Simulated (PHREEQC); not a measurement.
Dissolve 0.44 mol MgSO4 per kg of water at 25 °C. Closed to the air; pH follows from the charge balance.

Computed with PHREEQC (Pitzer model, pitzer.dat).

Each row changes one thing in this solution. This is a speciation only: nothing precipitates in the calculation.

```tsv
case	MgOH+ (mol/kgw)	HSO4- (mol/kgw)	SI of Epsomite (MgSO4:7H2O)	SI of Hexahydrite (MgSO4:6H2O)
as made	8.96e-7	6.92e-7	-1.06	-1.34
temperature from 25 to 35 °C	1.48e-6	1.22e-6	-1.16	-1.34
MgSO4 from 0.44 to 0.88 mol/kgw	[?]	[?]	-0.78	-1.05
diluted 5-fold with water	3.23e-7	2.52e-7	-1.76	-2.04
temperature from 25 to 30 °C	1.16e-6	9.25e-7	-1.11	-1.34
MgSO4 from 0.44 to 0.088 mol/kgw	3.23e-7	2.52e-7	-1.76	-2.04
```

Problem. Fill in the missing entries.

Solution. 
- MgSO4 from 0.44 to 0.88 mol/kgw, MgOH+ (mol/kgw): 1.32e-6
- MgSO4 from 0.44 to 0.88 mol/kgw, HSO4- (mol/kgw): 9.93e-7

Complexes and solids missing from the database can't appear.
